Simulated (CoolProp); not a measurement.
Saturation properties of decamethylcyclopentasiloxane (D5) (Tc = 618.3 K, pc = 10.78 bar, ω = 0.631).

Computed with CoolProp (reference Helmholtz-energy equation of state, Thol 2019).

```tsv
T (K)	p (bar)	vapour density (kg/m³)	enthalpy of vaporisation (kJ/kg)	liquid cp (kJ/(kg K))	surface tension (mN/m)
353.9	0.009356	0.1182	153.9	1.778	14.0
366.5	0.01810	0.2212	149.6	1.796	13.1
379.1	0.03297	0.3906	145.3	1.815	12.2
391.7	0.05698	0.6557	141.1	1.835	11.3
404.2	?	1.049	137.0	?	?
416.8	0.1482	1.622	132.8	1.877	9.66
429.4	0.2261	2.422	128.7	1.898	8.86
441.9	0.3330	3.503	124.5	1.920	8.07
454.5	0.4779	4.952	120.3	1.943	7.31
467.1	0.6683	6.844	116.0	1.967	6.56
479.7	0.9132	9.279	111.6	1.991	5.83
```

Fill in the missing entries.


- 404.2, p (bar): 0.09361
- 404.2, liquid cp (kJ/(kg K)): 1.856
- 404.2, surface tension (mN/m): 10.5

It boils at 484.1 K under 1 atm.

Surface tension comes from a separate correlation (Mulero 2014), older than this fluid's equation and unchecked against measurements.
